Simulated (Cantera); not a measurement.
A Cantera script and its output.

```python
import numpy as np
import cantera as ct

gas = ct.Solution("gri30.yaml")


def delay(T, t_max=10):
    gas.TPX = T, 270000, {'CO': 1, 'H2': 1.2, 'CH4': 0.16, 'O2': 3.38, 'N2': 12.7}
    reactor = ct.IdealGasConstPressureReactor(gas, clone=False)
    net = ct.ReactorNet([reactor])
    net.rtol, net.atol = 1e-8, 1e-16
    while net.time < t_max:
        t_old, T_old = net.time, reactor.T
        net.step()
        if reactor.T > T + 400:  # ignition: a rise of 400 K
            return t_old + (T + 400 - T_old) / (reactor.T - T_old) * (net.time - t_old)
    return np.nan


taus = []
for T in [1100, 1175, 1250, 1325, 1400, 1475, 1550, 1625, 1700]:
    taus.append(delay(T))
    print(f"T0 = {T:6g} K   tau = {taus[-1]:.4e} s")
```

It prints:

```
T0 =   1100 K   tau = 1.5199e-04 s
T0 =   1175 K   tau = 5.3583e-05 s
T0 =   1250 K   tau = 3.0360e-05 s
T0 =   1325 K   tau = 2.0983e-05 s
T0 =   1400 K   tau = 1.6279e-05 s
T0 =   1475 K   tau = 1.3679e-05 s
T0 =   1550 K   tau = 1.2200e-05 s
T0 =   1625 K   tau = 1.1397e-05 s
T0 =   1700 K   tau = 1.1048e-05 s
```

Model: GRI-Mech 3.0 (53 species, 325 reactions), integrated in Cantera. Where the delays flatten at high temperature, the 400 K rule measures the pace of heat release, not the induction time.
